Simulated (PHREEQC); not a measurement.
## Reverse-osmosis permeate (model solution)

Synthetic water in mg/L, 70 °C, pH 5.67, pe 10.1:

```json
[
 {"constituent": "Na", "mg/L": "0.835"},
 {"constituent": "K", "mg/L": "0.387"},
 {"constituent": "Ca", "mg/L": "1.65"},
 {"constituent": "Mg", "mg/L": "0.238"},
 {"constituent": "Cl", "mg/L": "1.19"},
 {"constituent": "S(6) as SO4", "mg/L": "1.75"},
 {"constituent": "Alkalinity as HCO3", "mg/L": "4.87"},
 {"constituent": "O(0) (dissolved oxygen)", "mg/L": "0.0193"},
 {"constituent": "N(5) as NO3", "mg/L": "0.00106"},
 {"constituent": "Cd", "mg/L": "0.0117"}
]
```

Valence states are taken as typed.

The numbers come from PHREEQC with the ion-association model, phreeqc.dat.

No solid was allowed to form.

Q: Predict the charge-balance error.

A: charge-balance error -0.5 %.

Q: In which forms is C present?

A: CO2 81 %, HCO3- 19 % of the C.

Away from 25 °C the constants follow the database's enthalpies or fits; those with neither stay at their 25 °C values.
